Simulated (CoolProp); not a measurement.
Properties of tetrahydrofuran along the isotherm 358.6 K (Tc = 540.2 K, pc = 53.04 bar, ω = 0.234).

Model: reference Helmholtz-energy equation of state, Fiedler 2023, in CoolProp.

| p (bar) | phase | Z | cp (kJ/(kg K)) | speed of sound (m/s) | Joule-Thomson coefficient (K/MPa) | fugacity coefficient |
|---|---|---|---|---|---|---|
| 58.9 | liquid | 0.1736 | 1.950 | 1038 | ___ | 0.03532 |
| 118 | liquid | 0.3448 | 1.936 | 1077 | -0.3285 | 0.02097 |
| 177 | liquid | 0.5130 | 1.924 | 1113 | -0.3424 | ___ |
| 236 | liquid | 0.6789 | 1.914 | 1146 | ___ | 0.01476 |
| 295 | liquid | 0.8427 | 1.906 | 1178 | -0.3639 | 0.01398 |
| 354 | liquid | 1.005 | ___ | 1208 | -0.3723 | 0.01378 |
| 413 | liquid | 1.165 | 1.892 | 1237 | -0.3797 | 0.01396 |
| 472 | liquid | 1.324 | 1.887 | 1265 | -0.3860 | 0.01442 |
| 530 | liquid | 1.478 | 1.882 | 1290 | -0.3916 | 0.01511 |

Task: Fill in the missing entries.

Result: 
- 58.9, Joule-Thomson coefficient (K/MPa): -0.3116
- 177, fugacity coefficient: 0.01660
- 236, Joule-Thomson coefficient (K/MPa): -0.3540
- 354, cp (kJ/(kg K)): 1.898
